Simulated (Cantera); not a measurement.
A perfectly stirred reactor is fed with H2 : O2 : N2 = 1.3 : 1 : 1.7 (molar parts), equivalence ratio 0.65, at 458 Torr; it is held at 1250 K, and followed from long to short residence time.

Detailed kinetics in Cantera: the H2/O2 subset of GRI-Mech 3.0, which has no nitrogen chemistry. The temperature is held fixed by assumption; the heat of reaction is taken as removed at once.

Problem. What does this change do: pressure from 458 Torr to 585 Torr?

Solution. 
```tsv
quantity	before	after
x(H2) at τ = 1.20 s	0.000164	0.000166
x(O2) at τ = 1.20 s	0.104	0.105
x(H) at τ = 1.20 s	2.03e-6	1.27e-6
x(H2O2) at τ = 1.20 s	5.59e-7	4.64e-7
x(H2O) at τ = 1.20 s	0.388	0.388
x(H2) at τ = 20.0 ms	0.00239	0.00241
x(O2) at τ = 20.0 ms	0.105	0.105
x(H) at τ = 20.0 ms	0.000121	7.44e-5
x(H2O2) at τ = 20.0 ms	3.76e-6	3.87e-6
x(H2O) at τ = 20.0 ms	0.385	0.385
```

Problem. What does this change do: H2 1.3 to 7.1 parts?

Solution. 
```csv
quantity,before,after
x(H2) at τ = 1.20 s,0.000164,0.579
x(O2) at τ = 1.20 s,0.104,6.60e-5
x(H) at τ = 1.20 s,2.03e-6,0.000823
x(H2O2) at τ = 1.20 s,5.59e-7,5.67e-9
x(H2O) at τ = 1.20 s,0.388,0.227
x(H2) at τ = 20.0 ms,0.00239,0.575
x(O2) at τ = 20.0 ms,0.105,0.000519
x(H) at τ = 20.0 ms,0.000121,0.00625
x(H2O2) at τ = 20.0 ms,3.76e-6,1.03e-8
x(H2O) at τ = 20.0 ms,0.385,0.225
```
